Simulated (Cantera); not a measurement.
Feed: 1 mol Zr, 0.18 mol N₂O, 80 mol H₂.

Cantera equilibrium calculation (NASA polynomials, part measured and part estimated; ideal gas, pure solids and liquids). Candidate condensed phases: H₂O, Zr, ZrN, ZrO₂; 28 gas species. Mutual solubility and eutectic melting of coexisting phases are not modelled. ZrN: taken at fixed stoichiometry. Condensed phases not in the tables: solid solutions among these carbides, nitrides and lower oxides, N, O or C dissolved in the metal. Kinetics and transport are ignored.

Stable condensed phases, one row left out:

```
T in °C \ P in Pa
            0.10    0.75     5.6      42     320    2400   18000  130000 1000000
   1927        A       A       B       B       C       C       C       C       C
   1852        A       B       B       C       C       C       C       C       C
   1777        D       B       B       C       C       C       C       C       C
   1702        B       B       C       C       C       C       C       C       C
   1627        B       C       C       C       C       C       C       C       C
   1477        C       C       C       C       C       C       C       C       C
   1402        C       C       C       C       C       C       C       C       C
   1327        C       C       C       C       C       C       C       C       C
```

A: gas only; B: Zr + ZrN; C: Zr + ZrN + ZrO₂; D: ZrN.

Q: Give the row for 1552 °C.

A: 0.10: Zr + ZrN + ZrO₂; 0.75: Zr + ZrN + ZrO₂; 5.6: Zr + ZrN + ZrO₂; 42: Zr + ZrN + ZrO₂; 320: Zr + ZrN + ZrO₂; 2400: Zr + ZrN + ZrO₂; 18000: Zr + ZrN + ZrO₂; 130000: Zr + ZrN + ZrO₂; 1000000: Zr + ZrN + ZrO₂.
